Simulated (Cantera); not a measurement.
Charge: 1 mol Pb, 0.054 mol CO, 17 mol N2, 0.81 mol NH3, at 1.00 bar.

These are equilibrium values from Cantera (NASA tables, ideal gas, pure condensed phases), not measurements of a reactor. Candidate condensed phases: C, C6H6, C7H8, C8H18, H2O, Pb, PbO, PbO2, Pb3O4; 139 gas species. The numbers say what is thermodynamically allowed, not how fast it happens.

Problem. At 1348 K, list the 5 most abundant gas species with their mole fractions, and the condensed phases.

Solution. N2 0.928, H2 0.0647, Pb 0.00478, CO 0.00287, H2O 1.05e-5. Condensed: Pb(l).
